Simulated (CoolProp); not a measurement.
Properties of octamethylcyclotetrasiloxane (D4) along the isotherm 499.8 K (Tc = 586.5 K, pc = 1.347 MPa, ω = 0.598).

Values from CoolProp's reference Helmholtz-energy equation of state, Thol 2015.

```json
[
 {"p (MPa)": "0.0426", "phase": "gas", "speed of sound (m/s)": "116.9", "isothermal compressibility (1/MPa)": "23.98", "expansivity (1/kK)": "2.160", "fugacity coefficient": "0.9798"},
 {"p (MPa)": "0.0688", "phase": "gas", "speed of sound (m/s)": "115.4", "isothermal compressibility (1/MPa)": "15.06", "expansivity (1/kK)": "2.268", "fugacity coefficient": "0.9674"},
 {"p (MPa)": "0.111", "phase": "gas", "speed of sound (m/s)": "112.8", "isothermal compressibility (1/MPa)": "9.565", "expansivity (1/kK)": "2.462", "fugacity coefficient": "0.9475"},
 {"p (MPa)": "0.18", "phase": "gas", "speed of sound (m/s)": "108.3", "isothermal compressibility (1/MPa)": "6.180", "expansivity (1/kK)": "2.848", "fugacity coefficient": "0.9149"},
 {"p (MPa)": "0.29", "phase": "gas", "speed of sound (m/s)": "[?]", "isothermal compressibility (1/MPa)": "4.232", "expansivity (1/kK)": "[?]", "fugacity coefficient": "0.8628"},
 {"p (MPa)": "0.469", "phase": "liquid", "speed of sound (m/s)": "[?]", "isothermal compressibility (1/MPa)": "0.01577", "expansivity (1/kK)": "2.570", "fugacity coefficient": "0.5801"},
 {"p (MPa)": "0.758", "phase": "liquid", "speed of sound (m/s)": "335.7", "isothermal compressibility (1/MPa)": "[?]", "expansivity (1/kK)": "[?]", "fugacity coefficient": "0.3698"},
 {"p (MPa)": "1.22", "phase": "liquid", "speed of sound (m/s)": "347.9", "isothermal compressibility (1/MPa)": "0.01375", "expansivity (1/kK)": "2.361", "fugacity coefficient": "0.2410"},
 {"p (MPa)": "1.98", "phase": "liquid", "speed of sound (m/s)": "366.4", "isothermal compressibility (1/MPa)": "0.01222", "expansivity (1/kK)": "2.196", "fugacity coefficient": "0.1605"},
 {"p (MPa)": "3.19", "phase": "liquid", "speed of sound (m/s)": "392.8", "isothermal compressibility (1/MPa)": "0.01043", "expansivity (1/kK)": "1.997", "fugacity coefficient": "0.1125"},
 {"p (MPa)": "5.16", "phase": "liquid", "speed of sound (m/s)": "429.9", "isothermal compressibility (1/MPa)": "0.008490", "expansivity (1/kK)": "1.771", "fugacity coefficient": "0.08457"},
 {"p (MPa)": "8.34", "phase": "liquid", "speed of sound (m/s)": "480.1", "isothermal compressibility (1/MPa)": "0.006604", "expansivity (1/kK)": "1.534", "fugacity coefficient": "[?]"},
 {"p (MPa)": "13.5", "phase": "liquid", "speed of sound (m/s)": "546.0", "isothermal compressibility (1/MPa)": "0.004924", "expansivity (1/kK)": "[?]", "fugacity coefficient": "0.07171"}
]
```

Q: Complete the blanks.

A: 
- 0.29, speed of sound (m/s): 99.75
- 0.29, expansivity (1/kK): 3.747
- 0.469, speed of sound (m/s): 327.6
- 0.758, isothermal compressibility (1/MPa): 0.01492
- 0.758, expansivity (1/kK): 2.482
- 8.34, fugacity coefficient: 0.07126
- 13.5, expansivity (1/kK): 1.304
